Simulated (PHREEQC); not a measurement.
Solution (9.3 °C): 0.00056 mol PbCl2 and 7.2e-05 mol NaCl per kg of water. It is in equilibrium with CO2 at log p = -2 (atm). Otherwise closed; pH follows from the charge balance.

The numbers come from PHREEQC with the ion-association model, phreeqc.dat.

```tsv
quantity	before	after
pH	4.79	5.06
ionic strength (mol/kgw)	0.00173	0.00162
CO2 (mol/kgw)	0.000550	0.000114
HCO3- (mol/kgw)	1.19e-5	5.74e-6
(CO2)2 (mol/kgw)	3.15e-9	1.05e-9
CO3-2 (mol/kgw)	2.64e-11	5.59e-11
SI of Halite (NaCl)	-8.67	-8.75
```

Problem. What was changed between the two runs?
(A) temperature from 9.3 to 25 °C
(B) 0.00022 mol/kgw Ba(OH)2 added
(C) temperature from 9.3 to 90 °C
(D) PbCl2 replaced by FeCl2 at the same molality
(E) diluted 100-fold with water

Solution. C, temperature from 9.3 to 90 °C

This is a speciation only: nothing precipitates in the calculation. Some of these states are supersaturated (in Pb(OH)2, for instance). Constants without temperature data keep their 25 °C values here.
